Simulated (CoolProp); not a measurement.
Saturation properties of carbon dioxide (Tc = 31.0 °C, pc = 7377 kPa, ω = 0.224).

The numbers come from the reference Helmholtz-energy equation of state, Span 1996 in CoolProp.

| T (°C) | p (kPa) | enthalpy of vaporisation (kJ/kg) | liquid cp (kJ/(kg K)) | vapour Z | surface tension (mN/m) |
|---|---|---|---|---|---|
| -44.75 | 839.9 | 330.8 | 1.990 | 0.8879 | 13.8 |
| -41.15 | 962.6 | 324.5 | 2.006 | 0.8768 | 12.9 |
| -37.65 | 1094 | 318.1 | 2.024 | 0.8653 | 12.2 |
| -34.15 | 1239 | 311.6 | 2.045 | 0.8531 | 11.4 |
| -30.55 | 1402 | 304.6 | 2.069 | 0.8399 | 10.6 |
| -27.05 | 1574 | 297.5 | 2.096 | 0.8263 | 9.85 |
| -23.45 | 1768 | 290.0 | 2.129 | 0.8115 | 9.09 |
| -19.95 | 1973 | 282.3 | 2.166 | 0.7964 | 8.36 |
| -16.45 | 2194 | 274.3 | 2.209 | 0.7804 | 7.65 |
| -12.85 | 2440 | 265.7 | 2.260 | 0.7629 | 6.93 |
| -9.35 | 2698 | 256.9 | 2.319 | 0.7450 | 6.24 |
| -5.85 | 2975 | 247.7 | 2.389 | 0.7260 | 5.57 |
| -2.25 | 3282 | 237.6 | 2.477 | 0.7053 | 4.90 |
| 1.25 | 3602 | 227.1 | 2.583 | 0.6838 | 4.26 |

Surface tension comes from a separate correlation (Mulero 2012).
